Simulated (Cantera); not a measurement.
Input (Python, Cantera) and output of one run.

```python
import numpy as np
import cantera as ct

gas_names = [...]  # 116 gases of nasa_gas.yaml made of C, H, Mg, O
cond_names = """
    C(gr) C6H6(L) C7H8(L) C8H18(L),n-octa H2O(s) H2O(L) Mg(cr) Mg(L) MgCO3(s) MgO(s) MgO(L) MgO2H2(s)
""".split()


# ... load() reads the species with a 1 bar reference pressure and builds the phases ...
atoms = {
    'MgO': {'Mg': 1, 'O': 1},
    'CO': {'C': 1, 'O': 1},
    'H2': {'H': 2},
}
top_T = {'C(gr)': 4500}  # K; cautious upper limits of use, not melting points


# ... equilibrate(T, P, feed) seeds the gas with the atoms and calls Mixture.equilibrate('TP', solver="vcs", rtol=1e-11, max_steps=5000) ...
results = []
feed = {'MgO': 1, 'CO': 0.68, 'H2': 2.8}  # mol
P = 11000  # Pa
for T in [1550, 1600, 1650, 1700, 1750, 1800, 1850, 1900, 1950, 2000, 2050, 2100]:
    mix = equilibrate(T, P, feed)
    results.append((T, P, feed, dict(zip(mix.species_names, mix.species_moles))))
    x = sorted(zip(gas.X, gas.species_names), reverse=True)
    print(f"T = {T:g} K  P = {P:g} Pa  gas = {mix.phase_moles(0):.4g} mol")
    print("   x: " + "  ".join(f"{s} {v:.3e}" for v, s in x if v > 1e-05))
    print("   condensed (mol): " + ("  ".join(f"{mix.phase(i).name} {mix.phase_moles(i):.4g}"
          for i in range(1, mix.n_phases) if mix.phase_moles(i) > 1e-12) or "none"))
```

Result:

```
T = 1550 K  P = 11000 Pa  gas = 3.481 mol
   x: H2 8.042e-01  CO 1.953e-01  H2O 1.629e-04  Mg 1.575e-04  H 8.516e-05  CH4 1.859e-05  CO2 1.415e-05
   condensed (mol): MgO(s) 0.9995
T = 1600 K  P = 11000 Pa  gas = 3.481 mol
   x: H2 8.039e-01  CO 1.953e-01  Mg 2.953e-04  H2O 2.800e-04  H 1.470e-04  CO2 2.264e-05
   condensed (mol): MgO(s) 0.999
T = 1650 K  P = 11000 Pa  gas = 3.482 mol
   x: H2 8.035e-01  CO 1.952e-01  Mg 5.142e-04  H2O 4.818e-04  H 2.455e-04  CO2 3.644e-05
   condensed (mol): MgO(s) 0.9982
T = 1700 K  P = 11000 Pa  gas = 3.484 mol
   x: H2 8.027e-01  CO 1.951e-01  Mg 8.603e-04  H2O 8.069e-04  H 3.980e-04  CO2 5.739e-05
   condensed (mol): MgO(s) 0.997
T = 1750 K  P = 11000 Pa  gas = 3.486 mol
   x: H2 8.016e-01  CO 1.950e-01  Mg 1.395e-03  H2O 1.312e-03  H 6.278e-04  CO2 8.816e-05
   condensed (mol): MgO(s) 0.9951
T = 1800 K  P = 11000 Pa  gas = 3.489 mol
   x: H2 7.999e-01  CO 1.947e-01  Mg 2.198e-03  H2O 2.074e-03  H 9.655e-04  CO2 1.322e-04
   condensed (mol): MgO(s) 0.9923
T = 1850 K  P = 11000 Pa  gas = 3.494 mol
   x: H2 7.974e-01  CO 1.944e-01  Mg 3.375e-03  H2O 3.195e-03  H 1.450e-03  CO2 1.939e-04  MgH 1.405e-05
   condensed (mol): MgO(s) 0.9881
T = 1900 K  P = 11000 Pa  gas = 3.502 mol
   x: H2 7.938e-01  CO 1.939e-01  Mg 5.060e-03  H2O 4.802e-03  H 2.132e-03  CO2 2.787e-04  MgH 2.177e-05
   condensed (mol): MgO(s) 0.9822
T = 1950 K  P = 11000 Pa  gas = 3.512 mol
   x: H2 7.888e-01  CO 1.933e-01  Mg 7.419e-03  H2O 7.056e-03  H 3.070e-03  CO2 3.930e-04  MgH 3.289e-05  MgOH 1.378e-05
   condensed (mol): MgO(s) 0.9738
T = 2000 K  P = 11000 Pa  gas = 3.525 mol
   x: H2 7.819e-01  CO 1.923e-01  Mg 1.065e-02  H2O 1.015e-02  H 4.336e-03  CO2 5.446e-04  MgH 4.851e-05  MgOH 2.605e-05
   condensed (mol): MgO(s) 0.9622
T = 2050 K  P = 11000 Pa  gas = 3.544 mol
   x: H2 7.727e-01  CO 1.911e-01  Mg 1.499e-02  H2O 1.430e-02  H 6.013e-03  CO2 7.425e-04  MgH 6.992e-05  MgOH 4.758e-05  OH 1.216e-05
   condensed (mol): MgO(s) 0.9465
T = 2100 K  P = 11000 Pa  gas = 3.569 mol
   x: H2 7.606e-01  CO 1.895e-01  Mg 2.070e-02  H2O 1.977e-02  H 8.193e-03  CO2 9.971e-04  MgH 9.857e-05  MgOH 8.420e-05  OH 2.535e-05
   condensed (mol): MgO(s) 0.9255
```

These are equilibrium values from Cantera (NASA tables, ideal gas, pure condensed phases), not measurements of a reactor. The tables' values for MgH are old estimates; treat these amounts as uncertain.
